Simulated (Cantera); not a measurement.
Cantera run:

```python
import numpy as np
import cantera as ct

gas_names = [...]  # 139 gases of nasa_gas.yaml made of C, H, N, O, Ti
cond_names = """
    C(gr) C6H6(L) C7H8(L) C8H18(L),n-octa H2O(s) H2O(L) Ti(a) Ti(b) Ti(L) TiC(s) TiC(L) TiN(s) TiN(L)
    TiO(a) TiO(b) TiO(L) TiO2(ru) TiO2(L) Ti2O3(a) Ti2O3(b) Ti2O3(L) Ti3O5(a) Ti3O5(b) Ti3O5(L) Ti4O7(s)
    Ti4O7(L)
""".split()


# ... load() reads the species with a 1 bar reference pressure and builds the phases ...
atoms = {
    'Ti(NMe2)4': {'Ti': 1, 'C': 8, 'H': 24, 'N': 4},
    'H2O': {'H': 2, 'O': 1},
    'H2': {'H': 2},
}
top_T = {'C(gr)': 4500}  # K; cautious upper limits of use, not melting points


# ... equilibrate(T, P, feed) seeds the gas with the atoms and calls Mixture.equilibrate('TP', solver="vcs", rtol=1e-11, max_steps=5000) ...
results = []
feed = {'Ti(NMe2)4': 1, 'H2O': 0.54, 'H2': 19}  # mol
T = 1650  # K
for P in [10, 32, 100, 320, 1000, 3200, 10000, 32000, 100000]:
    mix = equilibrate(T, P, feed)
    results.append((T, P, feed, dict(zip(mix.species_names, mix.species_moles))))
    x = sorted(zip(gas.X, gas.species_names), reverse=True)
    print(f"T = {T:g} K  P = {P:g} Pa  gas = {mix.phase_moles(0):.4g} mol")
    print("   x: " + "  ".join(f"{s} {v:.3e}" for v, s in x if v > 1e-05))
    print("   condensed (mol): " + ("  ".join(f"{mix.phase(i).name} {mix.phase_moles(i):.4g}"
          for i in range(1, mix.n_phases) if mix.phase_moles(i) > 1e-12) or "none"))
```

Result:

```
T = 1650 K  P = 10 Pa  gas = 34.23 mol
   x: H2 9.167e-01  N2 5.810e-02  CO 1.578e-02  H 8.698e-03  HCN 6.376e-04  C2H2,acetylene 4.182e-05  HNC 1.675e-05
   condensed (mol): C(gr) 6.435  TiC(s) 1
T = 1650 K  P = 32 Pa  gas = 34.16 mol
   x: H2 9.204e-01  N2 5.821e-02  CO 1.581e-02  H 4.872e-03  HCN 6.395e-04  C2H2,acetylene 4.198e-05  HNC 1.680e-05
   condensed (mol): C(gr) 6.435  TiC(s) 1
T = 1650 K  P = 100 Pa  gas = 34.13 mol
   x: H2 9.224e-01  N2 5.828e-02  CO 1.582e-02  H 2.759e-03  HCN 6.405e-04  C2H2,acetylene 4.208e-05  HNC 1.682e-05
   condensed (mol): C(gr) 6.435  TiC(s) 1
T = 1650 K  P = 320 Pa  gas = 34.11 mol
   x: H2 9.236e-01  N2 5.831e-02  CO 1.583e-02  H 1.543e-03  HCN 6.411e-04  C2H2,acetylene 4.213e-05  HNC 1.684e-05
   condensed (mol): C(gr) 6.435  TiC(s) 1
T = 1650 K  P = 1000 Pa  gas = 34.09 mol
   x: H2 9.242e-01  N2 5.833e-02  CO 1.584e-02  H 8.734e-04  HCN 6.415e-04  C2H2,acetylene 4.216e-05  HNC 1.685e-05  CH4 1.135e-05
   condensed (mol): C(gr) 6.434  TiC(s) 1
T = 1650 K  P = 3200 Pa  gas = 34.09 mol
   x: H2 9.246e-01  N2 5.834e-02  CO 1.584e-02  HCN 6.417e-04  H 4.883e-04  C2H2,acetylene 4.218e-05  CH4 3.635e-05  HNC 1.685e-05
   condensed (mol): C(gr) 6.433  TiC(s) 1
T = 1650 K  P = 10000 Pa  gas = 34.08 mol
   x: H2 9.247e-01  N2 5.835e-02  CO 1.584e-02  HCN 6.418e-04  H 2.763e-04  CH4 1.136e-04  C2H2,acetylene 4.218e-05  HNC 1.686e-05
   condensed (mol): C(gr) 6.431  TiC(s) 1
T = 1650 K  P = 32000 Pa  gas = 34.07 mol
   x: H2 9.246e-01  N2 5.837e-02  CO 1.585e-02  HCN 6.418e-04  CH4 3.635e-04  H 1.544e-04  C2H2,acetylene 4.217e-05  HNC 1.686e-05
   condensed (mol): C(gr) 6.422  TiC(s) 1
T = 1650 K  P = 100000 Pa  gas = 34.04 mol
   x: H2 9.238e-01  N2 5.842e-02  CO 1.585e-02  CH4 1.134e-03  HCN 6.418e-04  H 8.731e-05  C2H2,acetylene 4.214e-05  HNC 1.686e-05
   condensed (mol): C(gr) 6.396  TiC(s) 1
```

These are equilibrium values from Cantera (NASA tables, ideal gas, pure condensed phases), not measurements of a reactor. The feed counts by its element totals alone. TiC: taken at fixed stoichiometry.
